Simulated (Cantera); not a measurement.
An adiabatic, constant-volume homogeneous reactor starts with C₃H₈ : O₂ : N₂ = 1 : 2.17 : 8.17 (molar parts), equivalence ratio 2.3, at 1575 K and 4130 Torr.

Detailed kinetics in Cantera: GRI-Mech 3.0 (53 species, 325 reactions). GRI-Mech 3.0 was tuned for natural gas; its chemistry of propane as a main component is partial and can be far from experiment.

### Question
Predict: time of steepest temperature rise; temperature at 6.00 s; equilibrium temperature; x(O₂) at 6.00 s; x(H₂) at 6.00 s; x(HCO) at 6.00 s; x(CH₄) at 6.00 s.

### Answer
```json
{
 "time_of_steepest_temperature_rise": "13.8 µs",
 "temperature at 6.00 s": "2844 K",
 "equilibrium_temperature": "2844 K",
 "x(O₂) at 6.00 s": "8.73e-6 (gas-phase equilibrium 8.73e-6)",
 "x(H₂) at 6.00 s": "0.181 (gas-phase equilibrium 0.181)",
 "x(HCO) at 6.00 s": "2.51e-6 (gas-phase equilibrium 2.51e-6)",
 "x(CH₄) at 6.00 s": "2.47e-9 (gas-phase equilibrium 2.75e-9)"
}
```
